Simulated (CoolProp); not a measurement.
A Linde-Hampson liquefier for methane: isothermal reversible compression at 200 K from 1 atm to 40 MPa, throttling to 1 atm, return gas leaving the recuperator 2 K below the feed. Each further row changes one setting.

Model: reference Helmholtz-energy equation of state, Setzmann 1991, in CoolProp.

| case | liquid yield per pass | compression work (kJ/kg of gas) |
|---|---|---|
| as stated | … | 487 |
| high pressure 80 MPa | 0.418 | … |
| warm-end temperature 230 K | 0.404 | … |
| warm-end gap 7 K | … | 487 |

Problem. What belongs in the gaps?

Solution. 
- as stated, liquid yield per pass: 0.494
- high pressure 80 MPa, compression work (kJ/kg of gas): 593
- warm-end temperature 230 K, compression work (kJ/kg of gas): 609
- warm-end gap 7 K, liquid yield per pass: 0.486
